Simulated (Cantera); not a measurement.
Silicon etching in halogen gases: Si + NF3 + H2 + HCl

Input: 1 mol Si, 7 mol NF3, 3.4 mol H2, 6.3 mol HCl, held at 9.00 Pa.

Method: chemical equilibrium by Gibbs-energy minimisation in Cantera with the NASA 1993 tables (ideal gas, pure condensed phases). Candidate condensed phases: NH4Cl, Si, Si3N4; 49 gas species. Equilibrium is a limit: real reactors are often held back by kinetics, nucleation or transport.

```
T (°C)   x HF    x Cl   x N2     x F     x ClF     x Cl2  x SiF4    x HCl
------  -----  ------  -----  ------  --------  --------  ------  -------
850     0.551  0.0466  0.147  0.0432     0.121    0.0488  0.0421  4.88e-7
900     0.536  0.0775  0.143  0.0656    0.0940    0.0431  0.0409  9.77e-7
950     0.518   0.116  0.138  0.0893    0.0649    0.0340  0.0395  1.86e-6
1000    0.501   0.155  0.134   0.110    0.0393    0.0231  0.0382  3.33e-6
1050    0.488   0.186  0.130   0.124    0.0211    0.0136  0.0372  5.64e-6
1100    0.480   0.206  0.128   0.132    0.0105   0.00720  0.0366  9.09e-6
1150    0.475   0.216  0.127   0.136   0.00514   0.00367  0.0363  1.41e-5
1200    0.473   0.221  0.126   0.138   0.00254   0.00187  0.0361  2.10e-5
1250    0.472   0.224  0.126   0.139   0.00129  0.000974  0.0361  3.06e-5
1300    0.472   0.225  0.126   0.140  0.000676  0.000523  0.0360  4.34e-5
1350    0.471   0.226  0.126   0.140  0.000368  0.000290  0.0360  6.02e-5
```
x: gas mole fraction; nothing condenses.

From 850 °C to 1350 °C nothing is condensed. The main Si-bearing gas is SiF4 throughout.
